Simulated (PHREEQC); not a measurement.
BaCl2 is added in steps, without added water, to 1 kg of water holding 0.0064 mol H2SO4 and 0.0078 mol K2SO4, at 25 °C. Oxygen is held at 0.21 atm. CO2 is held at log p = -1 (atm). Solids allowed: Barite, Witherite. Others were left out.

Base run: PHREEQC, ion-association model, wateq4f.dat. Each further column changes one thing. The table gives Ba in solution (mol/kgw).

| BaCl2 added (mol) | base | database phreeqc.dat | Davies equation for every ion | all activity coefficients set to 1 | Debye-Hückel limiting law |
|---|---|---|---|---|---|
| 0 | 0 | 0 | 0 | 0 | 0 |
| 0.002 | 1.03e-7 | 1.39e-7 | 1.04e-7 | 7.00e-8 | 1.23e-7 |
| 0.004 | 1.13e-7 | 1.52e-7 | 1.14e-7 | 7.39e-8 | 1.36e-7 |
| 0.006 | 1.28e-7 | 1.73e-7 | 1.29e-7 | 7.97e-8 | [?] |
| 0.008 | 1.53e-7 | [?] | 1.55e-7 | 8.94e-8 | 1.88e-7 |
| 0.01 | 2.02e-7 | 2.74e-7 | 2.05e-7 | 1.09e-7 | 2.52e-7 |
| 0.012 | 3.41e-7 | 4.64e-7 | 3.47e-7 | [?] | [?] |
| 0.014 | 3.23e-6 | 4.38e-6 | 3.28e-6 | 1.30e-6 | 4.17e-6 |
| 0.016 | 0.00180 | 0.00180 | 0.00180 | 0.00180 | 0.00180 |

Some entries are withheld; supply them.


- 0.006, Debye-Hückel limiting law: 1.56e-7
- 0.008, database phreeqc.dat: 2.07e-7
- 0.012, all activity coefficients set to 1: 1.63e-7
- 0.012, Debye-Hückel limiting law: 4.33e-7

 phreeqc.dat and wateq4f.dat share most of their constants, so their agreement is no independent check. Solids allowed in the column 'database phreeqc.dat': Witherite, Barite, Sylvite.
